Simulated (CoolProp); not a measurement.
Computed with CoolProp (reference Helmholtz-energy equation of state, Marx 1992).

Q: For R113, give the phase and the Z, Joule-Thomson coefficient (K/MPa), isothermal compressibility (1/MPa) at 500 K and 0.954 MPa.

A: 
- 500 K and 0.954 MPa: gas; Z 0.908, Joule-Thomson coefficient 9.49, isothermal compressibility 1.16
